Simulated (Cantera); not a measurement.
A Cantera script and what it prints.

```python
import numpy as np
import cantera as ct

gas_names = [...]  # 114 gases of nasa_gas.yaml made of C, Fe, H, O
cond_names = """
    C(gr) C6H6(L) C7H8(L) C8H18(L),n-octa Fe(a) Fe(c) Fe(d) Fe(L) FeC5O5(L) FeO(s) FeO(L) Fe(OH)2(s)
    Fe(OH)3(s) Fe2O3(s) Fe3O4(s) H2O(s) H2O(L)
""".split()


# ... load() reads the species with a 1 bar reference pressure and builds the phases ...
atoms = {
    'Fe3O4': {'Fe': 3, 'O': 4},
    'C': {'C': 1},
    'H2': {'H': 2},
}
top_T = {'C(gr)': 4500, 'Fe2O3(s)': 1830, 'Fe3O4(s)': 1870}  # K; cautious upper limits of use, not melting points


# ... equilibrate(T, P, feed) seeds the gas with the atoms and calls Mixture.equilibrate('TP', solver="vcs", rtol=1e-11, max_steps=5000) ...
results = []
T = 1173  # K
P = 10000  # Pa
for m in [0.34, 0.42, 0.52, 0.65, 0.8, 1, 1.2, 1.5, 1.9, 2.4]:
    feed = {'Fe3O4': 1, 'C': m, 'H2': 13}  # mol
    mix = equilibrate(T, P, feed)
    results.append((T, P, feed, dict(zip(mix.species_names, mix.species_moles))))

top = {s: max(r[3][s] / sum(r[3][g] for g in gas_names) for r in results) for s in gas_names}
cols = sorted((s for s in top if top[s] > 1e-05), key=lambda s: -top[s])[:5]
seen = [c for c in cond_names if any(r[3].get(c, 0) > 1e-12 for r in results)]
print("log10 of partial pressures in bar; condensed amounts in mol")
print(f"{'n(C)':>10s}" + "".join(f"{s[:9]:>10s}" for s in cols + seen))
for T, P, feed, n in results:
    ng = sum(n[g] for g in gas_names)
    print(f"{feed['C']:10.4g}" + "".join(f"{np.log10(max(n[s] / ng * P / 1e5, 1e-99)):10.3f}" for s in cols)
          + "".join(f"{n.get(c, 0):10.4g}" for c in seen))
```

Output:

```
log10 of partial pressures in bar; condensed amounts in mol
      n(C)        H2       H2O        CO       CO2     Fe(a)    FeO(s)
      0.34    -1.113    -1.692    -2.675    -3.360     2.107     0.893
      0.42    -1.115    -1.695    -2.586    -3.271     2.201    0.7993
      0.52    -1.119    -1.698    -2.497    -3.181     2.318    0.6822
      0.65    -1.123    -1.702    -2.404    -3.088      2.47    0.5299
       0.8    -1.127    -1.707    -2.318    -3.003     2.646    0.3542
         1    -1.134    -1.713    -2.228    -2.912      2.88    0.1199
       1.2    -1.135    -1.737    -2.151    -2.857         3         0
       1.5    -1.131    -1.803    -2.053    -2.828         3         0
       1.9    -1.127    -1.900    -1.949    -2.826         3         0
       2.4    -1.123    -2.044    -1.846    -2.872         3         0
```

These are equilibrium values from Cantera (NASA tables, ideal gas, pure condensed phases), not measurements of a reactor. Mutual solubility and eutectic melting of coexisting phases are not modelled. The tables' stoichiometric FeO is somewhat more stable than real wüstite, so its field is too wide. FeO: taken at fixed stoichiometry.
